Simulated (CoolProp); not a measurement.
CF4 (R14) along the isobar 18.4 MPa: density (kg/m³) from the reference equation and from simpler models built on Tc = 227.4 K, pc = 3.762 MPa, ω = 0.178; each cubic takes its own stable root.

Computed with CoolProp (reference Helmholtz-energy equation of state, Platzer 1990). This equation is an older, rougher fit; its heat capacities, sound speeds and derivatives of the liquid may be far off and weren't checked against measurements.

| T (K) | phase | reference |
|---|---|---|
| 204.3 | liquid | 1384 |
| 246.6 | supercritical | 1151 |
| 288.8 | supercritical | 898.2 |
| 331.1 | supercritical | 693.7 |
| 373.3 | supercritical | 561.5 |
| 415.5 | supercritical | 474.9 |
| 457.8 | supercritical | 414.0 |
| 500 | supercritical | 368.8 |

Question: How far does each simpler model (van der Waals, Redlich-Kwong, Peng-Robinson) lie from the reference over these 8 states: mean and median of the absolute difference, and the worst?

Answer: 
- van der Waals: mean 11.6 %, median 9.7 %, worst -26.4 % at 204.3 K and 18.4 MPa
- Redlich-Kwong: mean 4.0 %, median 4.6 %, worst +6.2 % at 500 K and 18.4 MPa
- Peng-Robinson: mean 3.6 %, median 1.7 %, worst +10.6 % at 204.3 K and 18.4 MPa
